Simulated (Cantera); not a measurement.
Charge: 1 mol SiHCl3, 9.3 mol H2, equilibrated at 827 °C and 8.30 mbar.

Method: chemical equilibrium by Gibbs-energy minimisation in Cantera with the NASA 1993 tables (ideal gas, pure condensed phases). Candidate condensed phases: Si; 19 gas species. The tables' values for SiCl3 are old estimates; treat these amounts as uncertain. Rates play no part.

Base state: H2 0.874, HCl 0.0639, SiCl4 0.0391, SiCl2 0.00952, SiHCl3 0.00788, SiCl3 0.00517, SiH2Cl2 0.000190 (mole fractions); condensed: Si(s).

### Question
What changes in the equilibrium state with this change: SiHCl3 replaced by Si2Cl6?

### Answer
```csv
species,before,after
H2,0.874,0.795
SiCl4,0.0391,0.0912
HCl,0.0639,0.0753
SiHCl3,0.00788,0.0142
SiCl2,0.00952,0.0145
SiCl3,0.00517,0.00977
SiH2Cl2,0.000190,0.000265
"Si(s), mol",0.335,0.560
```
The feed counts by its element totals alone.

### Question
What changes in the equilibrium state with this change: temperature from 827 °C to 1102 °C?

### Answer
```
species      before     after
----------  -------  --------
H2            0.874     0.807
HCl          0.0639     0.128
SiCl2       0.00952    0.0583
SiCl4        0.0391   0.00163
H           2.65e-7   3.38e-5
SiHCl3      0.00788  0.000655
Si(s), mol    0.335     0.266
```
